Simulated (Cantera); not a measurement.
Gas mixture: 100 % CO, at 128 Torr, frozen composition.

Cantera's kinetic-theory transport with the Lennard-Jones parameters of GRI-Mech 3.0, ideal gas; thermal conductivity in the mixture-averaged form.

D: mixture-averaged diffusion coefficient of that species in the mixture.

```csv
T (K),ρ (kg/m³),cp (J/kg/K),μ (µPa s),λ (mW/m/K),Pr,D (cm²/s) H,D (cm²/s) N₂,D (cm²/s) OH
400,0.143,1049,22.0,(withheld),0.726,12.0,2.04,3.09
500,0.115,1064,25.7,(withheld),0.720,17.7,2.98,4.52
600,0.0955,1086,29.1,(withheld),0.715,24.1,4.07,6.15
700,0.0818,1112,32.3,(withheld),0.714,31.4,5.27,7.97
800,0.0716,1139,35.2,(withheld),0.715,39.3,6.60,9.97
900,0.0636,1164,38.1,(withheld),0.716,47.9,8.03,12.1
1000,0.0573,1184,40.8,(withheld),0.715,57.2,9.58,14.5
```

Task: Some entries are withheld; supply them.

Result: 
- 400, λ (mW/m/K): 31.7
- 500, λ (mW/m/K): 38.0
- 600, λ (mW/m/K): 44.2
- 700, λ (mW/m/K): 50.2
- 800, λ (mW/m/K): 56.1
- 900, λ (mW/m/K): 61.9
- 1000, λ (mW/m/K): 67.5
